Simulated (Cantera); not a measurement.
An isothermal plug-flow reactor at 975 K and 218 Torr (inlet), inlet velocity 0.16 m/s, active area per volume 330 1/m; feed 0.305 % CH4, 13.1 % O2, 86.0 % N2, 0.621 % H2O.

Computed with Cantera and Deutschmann's 1995 Pt surface mechanism with GRI-Mech 3.0 gas chemistry. Catalytic surfaces can have several steady states; this one follows from the mechanism file's or the stated starting coverage. Mass transfer to the wall is taken as infinitely fast.

x: gas mole fraction; θ: surface coverage.

```json
[
 {"z (m)": "0.0004", "x CH4": "0.00283", "x O2": "0.130", "x H2O": "0.00663", "x CO2": "0.000212", "x CO": "1.43e-6", "θ free Pt": "0.220", "θ O*": "0.779", "θ OH*": "0.000897"},
 {"z (m)": "0.00072", "x CH4": "0.00267", "x O2": "0.130", "x H2O": "0.00695", "x CO2": "0.000372", "x CO": "1.35e-6", "θ free Pt": "0.220", "θ O*": "0.779", "θ OH*": "0.000918"},
 {"z (m)": "0.0013", "x CH4": "0.00240", "x O2": "0.129", "x H2O": "0.00749", "x CO2": "0.000639", "x CO": "1.21e-6", "θ free Pt": "0.221", "θ O*": "0.778", "θ OH*": "0.000953"},
 {"z (m)": "0.0023", "x CH4": "0.00200", "x O2": "0.129", "x H2O": "0.00829", "x CO2": "0.00104", "x CO": "1.01e-6", "θ free Pt": "0.221", "θ O*": "0.778", "θ OH*": "0.00100"},
 {"z (m)": "0.004", "x CH4": "0.00147", "x O2": "0.127", "x H2O": "0.00936", "x CO2": "0.00157", "x CO": "7.41e-7", "θ free Pt": "0.221", "θ O*": "0.778", "θ OH*": "0.00107"},
 {"z (m)": "0.0072", "x CH4": "?", "x O2": "0.126", "x H2O": "?", "x CO2": "?", "x CO": "?", "θ free Pt": "0.222", "θ O*": "0.777", "θ OH*": "0.00114"},
 {"z (m)": "0.013", "x CH4": "0.000276", "x O2": "0.125", "x H2O": "0.0117", "x CO2": "0.00275", "x CO": "1.44e-7", "θ free Pt": "0.222", "θ O*": "0.777", "θ OH*": "0.00119"},
 {"z (m)": "0.023", "x CH4": "4.30e-5", "x O2": "0.125", "x H2O": "0.0122", "x CO2": "0.00299", "x CO": "2.57e-8", "θ free Pt": "0.222", "θ O*": "0.777", "θ OH*": "0.00122"},
 {"z (m)": "0.04", "x CH4": "?", "x O2": "0.125", "x H2O": "0.0123", "x CO2": "0.00303", "x CO": "?", "θ free Pt": "0.222", "θ O*": "0.777", "θ OH*": "0.00122"}
]
```

**Question.** Fill in the missing entries.

**Answer.** 
- 0.0072, x CH4: 0.000811
- 0.0072, x H2O: 0.0107
- 0.0072, x CO2: 0.00222
- 0.0072, x CO: 4.13e-7
- 0.04, x CH4: 1.81e-6
- 0.04, x CO: 3.88e-9
